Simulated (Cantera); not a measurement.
Feed: 1 mol CH3Cl, 0.093 mol H2, at 3523 K and 18000 Pa.

These are equilibrium values from Cantera (NASA tables, ideal gas, pure condensed phases), not measurements of a reactor. Candidate condensed phases: C, C6H6, C7H8, C8H18; 91 gas species. The tables' values for CCl are old estimates; treat these amounts as uncertain. Rates play no part.

Base state: H 0.505, Cl 0.197, H2 0.119, HCl 0.0700, C3 0.0557, C2H 0.0160, C 0.0128, C2H2 (acetylene) 0.0116 (mole fractions); condensed: gas only.

What changes in the equilibrium state with this change: temperature from 3523 K to 2998 K?


| species | before | after |
|---|---|---|
| H2 | 0.119 | 0.356 |
| HCl | 0.0700 | 0.278 |
| H | 0.505 | 0.221 |
| C | 0.0128 | 0.000276 |
| C3 | 0.0557 | 0.00170 |
| C2H | 0.0160 | 0.00234 |
| C2H2 (acetylene) | 0.0116 | 0.0220 |
| Cl | 0.197 | 0.117 |
| C4 | 0.000449 | 5.70e-6 |
| C5 | 0.00171 | 3.09e-5 |
| C2 | 0.00950 | 0.000172 |
| C(graphite), mol | 0 | 0.853 |
